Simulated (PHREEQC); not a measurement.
0.09 g of hydrous ferric oxide (600 m²/g; 0.2 weak and 0.005 strong sites per Fe, Dzombak-Morel constants, diffuse double layer) in 1 kg of water with 0.005 mol/kgw of an inert sodium salt and 0.00036 mmol/kgw MgCl2, at 25 °C; the pH is set by adding NaOH or the inert anion's acid. Oxygen is held at 0.21 atm. CO2 from the air is kept out. Nothing may precipitate in this run.

The numbers come from PHREEQC with the ion-association model, wateq4f.dat.

### Question
Predict surface charge σ (C/m²), surface potential ψ (mV) at pH = 4, 6.25.

### Answer
```
pH    surface charge σ (C/m²)  surface potential ψ (mV)
----  -----------------------  ------------------------
4                       0.183                       194
6.25                    0.029                       101
```
